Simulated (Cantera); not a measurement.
Cantera run, input and output.

```python
import numpy as np
import cantera as ct

gas = ct.Solution("gri30.yaml")
gas.TPX = 1175, 280, {'C3H8': 1, 'H2': 0.71}
reactor = ct.IdealGasConstPressureReactor(gas, energy="off", clone=False)
net = ct.ReactorNet([reactor])
net.rtol, net.atol = 1e-08, 1e-18
show = ['C3H8', 'H2', 'CH4', 'C2H6', 'C2H4', 'C2H', 'C2H2']
times = np.geomspace(3e-06, 200, 13)

steps = ct.SolutionArray(gas, extra=["t"])
rows = []
print(f"{'t/s':>10s}{'T/K':>9s}{'P/Pa':>11s}" + "".join(f"{s:>11s}" for s in show))
for t in times:
    while net.time < t:
        t_next = net.step()
        steps.append(gas.state, t=t_next)
    rows.append([np.interp(t, steps.t, y) for y in (steps.T, steps.P, *steps(*show).X.T)])
    print(f"{t:10.3e}{rows[-1][0]:9.1f}{rows[-1][1]:11.4g}" + "".join(f"{x:11.3e}" for x in rows[-1][2:]))
rate = np.gradient(steps.T, steps.t)
print("integrator steps:", len(steps.t))
if steps.T.max() > steps.T[0] + 200:
    print(f"time of steepest temperature rise: {steps.t[rate.argmax()]:.4e} s")
gas.TPX = 1175, 280, {'C3H8': 1, 'H2': 0.71}
gas.equilibrate("TP")
print(f"equilibrium (TP): T = {gas.T:.1f} K  " + "  ".join(f"{s} {gas[s].X[0]:.3e}" for s in show))
```

Output:

```
       t/s      T/K       P/Pa       C3H8         H2        CH4       C2H6       C2H4        C2H       C2H2
 3.000e-06   1175.0        280  5.848e-01  4.152e-01  3.426e-10  7.800e-11  3.968e-10  2.838e-33  1.542e-19
 1.346e-05   1175.0        280  5.848e-01  4.152e-01  6.882e-09  1.566e-09  8.770e-09  1.562e-29  1.485e-17
 6.041e-05   1175.0        280  5.848e-01  4.152e-01  1.383e-07  3.121e-08  2.718e-07  4.450e-26  1.968e-15
 2.711e-04   1175.0        280  5.847e-01  4.152e-01  2.875e-06  6.014e-07  8.107e-06  7.409e-23  4.589e-13
 1.216e-03   1175.0        280  5.843e-01  4.151e-01  6.706e-05  1.011e-05  1.692e-04  2.535e-19  3.370e-10
 5.459e-03   1175.0        280  5.796e-01  4.142e-01  1.724e-03  1.306e-04  2.778e-03  6.841e-16  2.356e-07
 2.449e-02   1175.0        280  5.308e-01  4.038e-01  2.667e-02  2.030e-03  3.293e-02  3.748e-13  5.196e-05
 1.099e-01   1175.0        280  3.308e-01  3.625e-01  1.342e-01  9.860e-03  1.579e-01  1.592e-11  1.676e-03
 4.932e-01   1175.0        280  4.772e-02  3.137e-01  2.894e-01  9.633e-03  3.211e-01  2.333e-10  1.713e-02
 2.213e+00   1175.0        280  6.660e-04  3.305e-01  3.064e-01  1.575e-03  3.103e-01  1.664e-10  5.039e-02
 9.932e+00   1175.0        280  3.037e-06  3.486e-01  2.985e-01  2.857e-04  2.778e-01  5.084e-11  7.485e-02
 4.457e+01   1175.0        280  3.962e-08  3.706e-01  2.884e-01  5.638e-05  2.349e-01  3.121e-11  1.060e-01
 2.000e+02   1175.0        280  1.944e-08  4.181e-01  2.667e-01  3.246e-05  1.419e-01  4.347e-11  1.734e-01
integrator steps: 1351
equilibrium (TP): T = 1175.0 K  C3H8 6.581e-10  H2 6.312e-01  CH4 5.775e-02  C2H6 3.479e-06  C2H4 9.556e-03  C2H 1.251e-10  C2H2 3.015e-01
```

Computed with Cantera and GRI-Mech 3.0 (53 species, 325 reactions). GRI-Mech 3.0 was tuned for natural gas; its chemistry of propane as a main component is partial and can be far from experiment. GRI-Mech 3.0 stops at C3 and has no aromatics, soot or wall deposition, so with more carbon than oxygen in the feed, carbon stays in small species such as C2H2 where larger ones or solid carbon would form. Radical loss at walls, strong at low pressure, is not modelled.
